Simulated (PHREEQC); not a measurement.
Consider water at 75 °C with 23 mmol/kgw NH3, 2.6 mmol/kgw H3BO3 and 130 mmol/kgw K3PO4. Closed to the air; pH follows from the charge balance.

Computed with PHREEQC (ion-association model, phreeqc.dat).

This is a speciation only: nothing precipitates in the calculation.

Predict the pH, density.

pH 11.09; density 1.000 g/cm³.

In which forms is P present?

PO4-3 65 %, HPO4-2 31 %, KHPO4- 3.6 % of the P.

Complexes and solids missing from the database can't appear. At this temperature some constants are extrapolated from 25 °C, and those without enthalpy data are left unchanged.
